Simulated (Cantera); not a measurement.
Charge: 1 mol SiCl4, 27 mol NH3, 14 mol H2, at 2023.15 K and 0.0330 bar.

Method: chemical equilibrium by Gibbs-energy minimisation in Cantera with the NASA 1993 tables (ideal gas, pure condensed phases). Candidate condensed phases: NH4Cl, Si, Si3N4; 28 gas species. The tables' values for SiCl, SiN, SiCl3 are old estimates; treat these amounts as uncertain. Gases not in the tables: Si2H6 and higher silanes. Kinetics and transport are ignored.

Base state: H2 0.747, N2 0.192, HCl 0.0439, H 0.00904, SiCl2 0.00601, Si 0.00173, SiCl 0.000424, Cl 0.000395 (mole fractions); condensed: Si(l).

**Question.** What changes in the equilibrium state with this change: 0.15 mol H2O added?

**Answer.** 
```json
[
 {"species": "H2", "before": "0.747", "after": "0.746"},
 {"species": "N2", "before": "0.192", "after": "0.191"},
 {"species": "HCl", "before": "0.0439", "after": "0.0437"},
 {"species": "SiO", "before": "0", "after": "0.00212"},
 {"species": "SiCl2", "before": "0.00601", "after": "0.00597"},
 {"species": "SiCl3", "before": "1.18e-5", "after": "1.16e-5"},
 {"species": "SiCl", "before": "0.000424", "after": "0.000423"},
 {"species": "Cl", "before": "0.000395", "after": "0.000393"},
 {"species": "Si(l), mol", "before": "0.393", "after": "0.243"}
]
```
Further candidate phases: H2O, SiO2, Si2N2O.

**Question.** What changes in the equilibrium state with this change: NH3 from 27 to 0.77 mol?

**Answer.** 
| species | before | after |
|---|---|---|
| H2 | 0.747 | 0.789 |
| HCl | 0.0439 | 0.127 |
| SiCl2 | 0.00601 | 0.0479 |
| N2 | 0.192 | 0.0218 |
| SiCl3 | 1.18e-5 | 0.000265 |
| Si2N | 4.35e-5 | 1.47e-5 |
| SiN | 3.38e-5 | 1.14e-5 |
| Si(l), mol | 0.393 | 0.0901 |
The tables' values for SiCl, SiCl3, SiN are old estimates; treat these amounts as uncertain.
